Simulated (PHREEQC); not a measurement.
Make-up at 80 °C: 1.5 mmol/kgw HCl, 0.061 mmol/kgw ZnSO4 and 0.075 mmol/kgw CuCl2. Closed to the air; pH follows from the charge balance.

The numbers come from PHREEQC with the ion-association model, phreeqc.dat.

Each row changes one thing in this solution. This is a speciation only: nothing precipitates in the calculation.

```json
[
 {"case": "as made", "pH": "2.85", "Cu+2 (mol/kgw)": "7.20e-5", "CuCl+ (mol/kgw)": "2.51e-6", "CuCl2 (mol/kgw)": "3.28e-9", "CuOH+ (mol/kgw)": "4.37e-10"},
 {"case": "ZnSO4 left out", "pH": "2.85", "Cu+2 (mol/kgw)": "7.24e-5", "CuCl+ (mol/kgw)": "2.55e-6", "CuCl2 (mol/kgw)": "3.36e-9", "CuOH+ (mol/kgw)": "4.36e-10"},
 {"case": "CuCl2 from 7.5e-05 to 0.00015 mol/kgw", "pH": "2.85", "Cu+2 (mol/kgw)": "0.000144", "CuCl+ (mol/kgw)": "5.39e-6", "CuCl2 (mol/kgw)": "7.64e-9", "CuOH+ (mol/kgw)": "___"},
 {"case": "0.00065 mol/kgw ZnBr2 added", "pH": "2.86", "Cu+2 (mol/kgw)": "7.22e-5", "CuCl+ (mol/kgw)": "2.31e-6", "CuCl2 (mol/kgw)": "___", "CuOH+ (mol/kgw)": "___"},
 {"case": "HCl from 0.0015 to 0.003 mol/kgw", "pH": "2.56", "Cu+2 (mol/kgw)": "___", "CuCl+ (mol/kgw)": "4.39e-6", "CuCl2 (mol/kgw)": "___", "CuOH+ (mol/kgw)": "2.06e-10"},
 {"case": "diluted 5-fold with water", "pH": "3.54", "Cu+2 (mol/kgw)": "1.49e-5", "CuCl+ (mol/kgw)": "1.16e-7", "CuCl2 (mol/kgw)": "3.22e-11", "CuOH+ (mol/kgw)": "4.72e-10"}
]
```

Task: Some entries are withheld; supply them.

Result: 
- CuCl2 from 7.5e-05 to 0.00015 mol/kgw, CuOH+ (mol/kgw): 8.67e-10
- 0.00065 mol/kgw ZnBr2 added, CuCl2 (mol/kgw): 2.87e-9
- 0.00065 mol/kgw ZnBr2 added, CuOH+ (mol/kgw): 4.21e-10
- HCl from 0.0015 to 0.003 mol/kgw, Cu+2 (mol/kgw): 7.02e-5
- HCl from 0.0015 to 0.003 mol/kgw, CuCl2 (mol/kgw): 1.06e-8

Species that the database lacks are ignored. Constants without temperature data keep their 25 °C values here.
